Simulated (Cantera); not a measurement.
Cantera run, input and output.

```python
import numpy as np
import cantera as ct

gas = ct.Solution("h2o2.yaml")
gas.TPX = 925, 35000, {'H2': 0.42, 'O2': 1, 'N2': 4.8, 'H2O': 0.26}
reactor = ct.IdealGasConstPressureReactor(gas, energy="off", clone=False)
net = ct.ReactorNet([reactor])
net.rtol, net.atol = 1e-08, 1e-18
show = ['H2', 'O2', 'H2O2', 'HO2', 'O', 'H']
times = np.geomspace(6e-06, 2, 11)

steps = ct.SolutionArray(gas, extra=["t"])
rows = []
print(f"{'t/s':>10s}{'T/K':>9s}{'P/Pa':>11s}" + "".join(f"{s:>11s}" for s in show))
for t in times:
    while net.time < t:
        t_next = net.step()
        steps.append(gas.state, t=t_next)
    rows.append([np.interp(t, steps.t, y) for y in (steps.T, steps.P, *steps(*show).X.T)])
    print(f"{t:10.3e}{rows[-1][0]:9.1f}{rows[-1][1]:11.4g}" + "".join(f"{x:11.3e}" for x in rows[-1][2:]))
rate = np.gradient(steps.T, steps.t)
print("integrator steps:", len(steps.t))
if steps.T.max() > steps.T[0] + 200:
    print(f"time of steepest temperature rise: {steps.t[rate.argmax()]:.4e} s")
gas.TPX = 925, 35000, {'H2': 0.42, 'O2': 1, 'N2': 4.8, 'H2O': 0.26}
gas.equilibrate("TP")
print(f"equilibrium (TP): T = {gas.T:.1f} K  " + "  ".join(f"{s} {gas[s].X[0]:.3e}" for s in show))
```

Output:

```
       t/s      T/K       P/Pa         H2         O2       H2O2        HO2          O          H
 6.000e-06    925.0    3.5e+04  6.481e-02  1.543e-01  3.401e-17  1.776e-12  7.733e-14  1.504e-12
 2.140e-05    925.0    3.5e+04  6.481e-02  1.543e-01  4.757e-16  7.245e-12  7.331e-13  4.732e-12
 7.634e-05    925.0    3.5e+04  6.481e-02  1.543e-01  7.815e-15  3.648e-11  5.074e-12  1.634e-11
 2.723e-04    925.0    3.5e+04  6.481e-02  1.543e-01  2.054e-13  3.434e-10  4.041e-11  1.044e-10
 9.712e-04    925.0    3.5e+04  6.481e-02  1.543e-01  3.456e-11  3.201e-08  3.070e-09  7.653e-09
 3.464e-03    925.0    3.5e+04  2.294e-02  1.359e-01  3.614e-06  5.749e-05  2.152e-04  3.417e-04
 1.236e-02    925.0    3.5e+04  1.062e-02  1.306e-01  4.326e-05  3.440e-05  1.464e-06  9.430e-07
 4.407e-02    925.0    3.5e+04  9.615e-03  1.301e-01  1.016e-04  2.932e-05  9.516e-07  5.808e-07
 1.572e-01    925.0    3.5e+04  6.721e-03  1.289e-01  1.343e-04  2.565e-05  7.783e-07  3.842e-07
 5.607e-01    925.0    3.5e+04  2.439e-03  1.270e-01  6.329e-05  1.461e-05  4.278e-07  1.063e-07
 2.000e+00    925.0    3.5e+04  3.081e-04  1.261e-01  4.994e-06  3.564e-06  7.982e-08  6.484e-09
integrator steps: 1437
equilibrium (TP): T = 925.0 K  H2 4.062e-12  O2 1.260e-01  H2O2 2.274e-11  HO2 1.390e-10  O 8.090e-12  H 8.929e-16
```

Detailed kinetics in Cantera: the H2/O2 subset of GRI-Mech 3.0, which has no nitrogen chemistry. Below about 950 K walls govern HO2 and H2O2 in real vessels. The temperature is held fixed by assumption; the heat of reaction is taken as removed at once.
